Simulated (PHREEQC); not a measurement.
# Buffer with leach liquor: speciation

Solution A (0.0076 mol H3BO3, 0.00052 mol Na2SO4 and 0.0066 mol KCl per kg of water) is mixed with solution B (0.1 mol HCl, 0.00018 mol Li2SO4 and 0.0001 mol NiSO4 per kg of water) at 35 °C; shares are by mass of water, 1 kg in all. Oxygen is held at 0.21 atm. The system is closed to CO2. Solids allowed: Ni(OH)2, Ni4(OH)6SO4, Halite, Mirabilite, Morenosite. Others were left out.

All values are PHREEQC results (ion-association model, wateq4f.dat), not measurements.

Question: Predict pH, SO4-2 (mol/kgw), Ni+2 (mol/kgw) at share of solution B = 0.5, 0.6, 0.9, 1.

Answer: 
```csv
share of solution B,pH,SO4-2 (mol/kgw),Ni+2 (mol/kgw)
0.5,1.37,0.000104,4.67e-5
0.6,1.30,8.83e-5,5.57e-5
0.9,1.13,5.63e-5,8.17e-5
1,1.09,4.87e-5,9.01e-5
```
